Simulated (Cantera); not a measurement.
A freely propagating, adiabatic, planar premixed flame of CH4 : CO : O2 : N2 = 1 : 0.71 : 1.57 : 5.9 (molar parts), equivalence ratio 1.5, unburnt at 500 K and 1.30 bar; mixture-averaged transport, grid criteria slope 0.08 and curve 0.16, no radiation.

Detailed kinetics in Cantera: GRI-Mech 3.0 (53 species, 325 reactions). Burning velocities carry a grid error of a few per cent, more on coarse grids.

### Question
What does this change do: inlet temperature 500 to 425 K?

### Answer
| quantity | before | after |
|---|---|---|
| laminar burning velocity | 51.4 cm/s | 34.2 cm/s |
| thermal thickness | 0.415 mm | 0.498 mm |
| peak x(HCO) | 2.36e-5 | 1.64e-5 |
| peak x(CH3) | 0.00311 | 0.00263 |
| peak x(H2O2) | 1.61e-5 | 1.89e-5 |

### Question
What does this change do: inlet temperature 500 to 525 K?

### Answer
| quantity | before | after |
|---|---|---|
| laminar burning velocity | 51.4 cm/s | 58.2 cm/s |
| thermal thickness | 0.415 mm | 0.393 mm |
| peak x(HCO) | 2.36e-5 | 2.63e-5 |
| peak x(CH3) | 0.00311 | 0.00327 |
| peak x(H2O2) | 1.61e-5 | 1.52e-5 |
